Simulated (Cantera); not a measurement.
What does this Cantera script print?

```python
import numpy as np
import cantera as ct

gas_names = """
    CL CL2 H HCL H2 N NH NH2 NH3 N2 N2H2 N2H4 Si SiCL SiCL2 SiCL3 SiCL4 SiH SiHCL3 SiH2 SiH2CL2 SiH3
    SiH3CL SiH4 SiN Si2 Si2N Si3
""".split()
cond_names = """
    NH4CL(a) NH4CL(b) Si(cr) Si(L) Si3N4(a)
""".split()


# ... load() reads the species with a 1 bar reference pressure and builds the phases ...
atoms = {
    'Si3H8': {'Si': 3, 'H': 8},
    'Cl2': {'CL': 2},
    'N2': {'N': 2},
}
top_T = {'Si3N4(a)': 2400}  # K; cautious upper limits of use, not melting points


# ... equilibrate(T, P, feed) seeds the gas with the atoms and calls Mixture.equilibrate('TP', solver="vcs", rtol=1e-11, max_steps=5000) ...
results = []
feed = {'Si3H8': 1, 'Cl2': 0.3, 'N2': 35}  # mol
T = 1300  # K
P = 1000  # Pa
mix = equilibrate(T, P, feed)
results.append((T, P, feed, dict(zip(mix.species_names, mix.species_moles))))
x = sorted(zip(gas.X, gas.species_names), reverse=True)
print(f"T = {T:g} K  P = {P:g} Pa  gas = {mix.phase_moles(0):.4g} mol")
print("   x: " + "  ".join(f"{s} {v:.3e}" for v, s in x if v > 0.001))
print("   condensed (mol): " + ("  ".join(f"{mix.phase(i).name} {mix.phase_moles(i):.4g}"
      for i in range(1, mix.n_phases) if mix.phase_moles(i) > 1e-12) or "none"))
```

It prints:

```
T = 1300 K  P = 1000 Pa  gas = 37.3 mol
   x: N2 8.847e-01  H2 9.920e-02  HCL 1.606e-02
   condensed (mol): Si3N4(a) 0.9999
```

Cantera equilibrium calculation (NASA polynomials, part measured and part estimated; ideal gas, pure solids and liquids). The feed counts by its element totals alone. N2 is the only nitrogen source here; it is nearly inert below about 1500 K, so the nitride shown seldom forms there in practice.
